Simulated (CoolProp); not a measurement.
A closed Brayton cycle with nitrogen: compressor inlet 321.15 K and 3 MPa, high pressure 10.4 MPa, turbine inlet 795 K, compressor efficiency 0.85, turbine efficiency 0.93, recuperator effectiveness 0.8 (on enthalpy, no pinch check). Each further row changes one setting.

The numbers come from the reference Helmholtz-energy equation of state, Span 2000 in CoolProp.

```json
[
 {"case": "as stated", "thermal efficiency (%)": "25.4", "net work (kJ/kg)": "66.5", "compressor to turbine work": "0.72", "compressor exit (K)": "483.4", "turbine exit (K)": "582.7"},
 {"case": "turbine inlet 745 K", "thermal efficiency (%)": "?", "net work (kJ/kg)": "51.2", "compressor to turbine work": "?", "compressor exit (K)": "483.4", "turbine exit (K)": "544.3"},
 {"case": "compressor inlet 331.15 K", "thermal efficiency (%)": "?", "net work (kJ/kg)": "61.0", "compressor to turbine work": "0.74", "compressor exit (K)": "498.2", "turbine exit (K)": "582.7"},
 {"case": "high pressure 8.84 MPa", "thermal efficiency (%)": "?", "net work (kJ/kg)": "65.8", "compressor to turbine work": "0.69", "compressor exit (K)": "458.8", "turbine exit (K)": "607.1"},
 {"case": "recuperator effectiveness 0.5", "thermal efficiency (%)": "?", "net work (kJ/kg)": "66.5", "compressor to turbine work": "0.72", "compressor exit (K)": "483.4", "turbine exit (K)": "582.7"}
]
```

### Question
Fill in the missing entries.

### Answer

- turbine inlet 745 K, thermal efficiency (%): 21.5
- turbine inlet 745 K, compressor to turbine work: 0.77
- compressor inlet 331.15 K, thermal efficiency (%): 23.6
- high pressure 8.84 MPa, thermal efficiency (%): 26.8
- recuperator effectiveness 0.5, thermal efficiency (%): 22.6
